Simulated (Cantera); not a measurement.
Input: 1 mol SiH2Cl2, 0.14 mol Cl2, 17 mol N2, equilibrated at 1.33 mbar.

These are equilibrium values from Cantera (NASA tables, ideal gas, pure condensed phases), not measurements of a reactor. Candidate condensed phases: NH4Cl, Si, Si3N4; 28 gas species. N2 is the only nitrogen source here; it is nearly inert below about 1500 K, so the nitride shown seldom forms there in practice. Rates play no part.

Problem. What share of the Si ends up in condensed phases as a function of T (°C), at 602, 652, 702, 752, 802, 852, 902, 952, 1002, 1052, 1102, 1152?

Solution. 
| T (°C) | Si condensed (%) | as |
|---|---|---|
| 602 | 79.3 | Si3N4(s) |
| 652 | 80.1 | Si3N4(s) |
| 702 | 80.8 | Si3N4(s) |
| 752 | 81.4 | Si3N4(s) |
| 802 | 81.8 | Si3N4(s) |
| 852 | 82.0 | Si3N4(s) |
| 902 | 81.5 | Si3N4(s) |
| 952 | 79.9 | Si3N4(s) |
| 1002 | 75.8 | Si3N4(s) |
| 1052 | 68.8 | Si3N4(s) |
| 1102 | 59.3 | Si3N4(s) |
| 1152 | 49.1 | Si3N4(s) |
